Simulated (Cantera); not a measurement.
Charge: 1 mol Al₂O₃, 1.2 mol H₂O, equilibrated at 1.33 mbar.

These are equilibrium values from Cantera (NASA tables, ideal gas, pure condensed phases), not measurements of a reactor. Candidate condensed phases: Al, Al₂O₃, H₂O; 19 gas species. The tables' values for AlOH are old estimates; treat these amounts as uncertain. Rates play no part. All values below are at 2450 K.

Base state: H₂O 0.356, H 0.224, H₂ 0.166, OH 0.0938, O 0.0840, O₂ 0.0740, AlO₂H 0.000763, AlO 0.000317 (mole fractions); condensed: Al₂O₃(l).

Problem. What changes in the equilibrium state with this change: pressure from 1.33 mbar to 1.00 bar?

Solution. 
```json
[
 {"species": "H₂O", "before": "0.356", "after": "0.925"},
 {"species": "H₂", "before": "0.166", "after": "0.0366"},
 {"species": "OH", "before": "0.0938", "after": "0.0190"},
 {"species": "H", "before": "0.224", "after": "0.00384"},
 {"species": "O", "before": "0.0840", "after": "0.00132"},
 {"species": "O₂", "before": "0.0740", "after": "0.0138"},
 {"species": "AlO₂H", "before": "0.000763", "after": "4.49e-5"},
 {"species": "Al", "before": "3.64e-5", "after": "1.19e-9"},
 {"species": "AlO", "before": "0.000317", "after": "1.23e-7"},
 {"species": "AlOH", "before": "9.31e-5", "after": "4.63e-7"},
 {"species": "Al₂O₃(l), mol", "before": "0.999", "after": "1.000"}
]
```
Gases not in the tables: Al(OH)₃.
